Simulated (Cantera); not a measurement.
An isothermal, constant-pressure homogeneous reactor starts with 4.35 % C2H4, 95.7 % H2, at 1948 K and 5.48 Torr.

Model: GRI-Mech 3.0 (53 species, 325 reactions), integrated in Cantera. GRI-Mech 3.0 was tuned for natural gas; its chemistry of ethylene as a main component is partial and can be far from experiment. GRI-Mech 3.0 stops at C3 and has no aromatics, soot or wall deposition, so with more carbon than oxygen in the feed, carbon stays in small species such as C2H2 where larger ones or solid carbon would form. Radical loss at walls, strong at low pressure, is not modelled.

x: mole fraction; the columns are a selection and need not sum to one.

```
t (s)       x C2H4   x H2    x C2H2     x CH4    x C2H6     x CH3       x H
--------  --------  -----  --------  --------  --------  --------  --------
1.00e-6     0.0435  0.957   6.64e-6    <1e-12  1.91e-12    <1e-12   2.54e-8
3.14e-6     0.0435  0.957       [?]    <1e-12  1.82e-11    <1e-12       [?]
9.85e-6     0.0434  0.957   6.54e-5  1.51e-12  1.60e-10  1.10e-11   3.08e-7
3.09e-5     0.0433  0.957  0.000205  4.43e-11   1.14e-9  2.02e-10   1.12e-6
9.70e-5     0.0428  0.957  0.000641   1.53e-9   5.00e-9   2.32e-9   3.74e-6
0.000305    0.0414  0.957       [?]       [?]       [?]       [?]       [?]
0.000956    0.0372  0.957   0.00601   2.12e-7   1.16e-8   1.78e-8   3.66e-5
0.00300     0.0261  0.957    0.0166   1.15e-6   9.17e-9   2.86e-8  0.000103
0.00942    0.00764  0.958    0.0343   3.97e-6   3.19e-9   3.41e-8  0.000225
0.0296    0.000100  0.958    0.0416   5.64e-6  5.17e-11   5.22e-8  0.000435
0.0928     1.01e-5  0.957    0.0416   5.69e-6  7.20e-12   1.28e-7   0.00107
0.291      5.86e-6  0.955    0.0416   5.96e-6  5.76e-12   3.68e-7   0.00297
0.914      3.49e-6  0.951    0.0415   7.73e-6  3.68e-12   1.22e-6   0.00753
2.87       2.65e-6  0.946    0.0414   1.54e-5  4.64e-12   3.97e-6    0.0124
9.00       2.58e-6  0.946    0.0414   2.69e-5  1.02e-11   7.30e-6    0.0130
```

### Question
What belongs in the gaps?

### Answer

- 3.14e-6, x C2H2: 2.08e-5
- 3.14e-6, x H: 8.56e-8
- 0.000305, x C2H2: 0.00199
- 0.000305, x CH4: 2.73e-8
- 0.000305, x C2H6: 1.06e-8
- 0.000305, x CH3: 9.70e-9
- 0.000305, x H: 1.19e-5
